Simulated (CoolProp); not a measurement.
Aqueous ethylene glycol as a coolant, at 30 °C, 1 atm.

Values from CoolProp's Melinder's fits for secondary coolants.

```json
[
 {"mass %": "4.7", "freezing point (°C)": "-1.5", "density (kg/m³)": "1001", "conductivity (W/(m K))": "0.592", "cp (kJ/(kg K))": "4.119", "viscosity (mPa s)": "0.880"},
 {"mass %": "12.2", "freezing point (°C)": "-4.2", "density (kg/m³)": "1011", "conductivity (W/(m K))": "0.555", "cp (kJ/(kg K))": "4.025", "viscosity (mPa s)": "(withheld)"},
 {"mass %": "19.6", "freezing point (°C)": "(withheld)", "density (kg/m³)": "1020", "conductivity (W/(m K))": "0.520", "cp (kJ/(kg K))": "3.920", "viscosity (mPa s)": "1.26"},
 {"mass %": "27.1", "freezing point (°C)": "-12.4", "density (kg/m³)": "1030", "conductivity (W/(m K))": "0.487", "cp (kJ/(kg K))": "3.798", "viscosity (mPa s)": "1.52"},
 {"mass %": "34.5", "freezing point (°C)": "(withheld)", "density (kg/m³)": "1040", "conductivity (W/(m K))": "0.455", "cp (kJ/(kg K))": "3.664", "viscosity (mPa s)": "1.83"},
 {"mass %": "42", "freezing point (°C)": "-26.0", "density (kg/m³)": "1049", "conductivity (W/(m K))": "0.425", "cp (kJ/(kg K))": "3.520", "viscosity (mPa s)": "2.22"},
 {"mass %": "49.5", "freezing point (°C)": "-35.3", "density (kg/m³)": "1059", "conductivity (W/(m K))": "0.397", "cp (kJ/(kg K))": "3.373", "viscosity (mPa s)": "2.69"},
 {"mass %": "56.9", "freezing point (°C)": "-46.2", "density (kg/m³)": "1068", "conductivity (W/(m K))": "0.372", "cp (kJ/(kg K))": "3.225", "viscosity (mPa s)": "3.27"}
]
```

Q: What belongs in the gaps?

A: 
- 12.2, viscosity (mPa s): 1.05
- 19.6, freezing point (°C): -7.7
- 34.5, freezing point (°C): -18.4
